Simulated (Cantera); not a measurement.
Charge: 1 mol B₂H₆, 25 mol N₂, held at 2373.15 K and 0.840 bar.

These are equilibrium values from Cantera (NASA tables, ideal gas, pure condensed phases), not measurements of a reactor. Candidate condensed phases: B, BN; 15 gas species. The feed counts by its element totals alone. The tables' values for BH₂ are old estimates; treat these amounts as uncertain. Kinetics and transport are ignored.

Base state: N₂ 0.887, H₂ 0.108, H 0.00502, BH₂ 4.00e-5 (mole fractions); condensed: BN(s).

### Question
What changes in the equilibrium state with this change: pressure from 0.840 bar to 0.520 bar?

### Answer
```csv
species,before,after
N₂,0.887,0.886
H₂,0.108,0.108
H,0.00502,0.00636
BH₂,4.00e-5,5.05e-5
"BN(s), mol",2.00,2.00
```
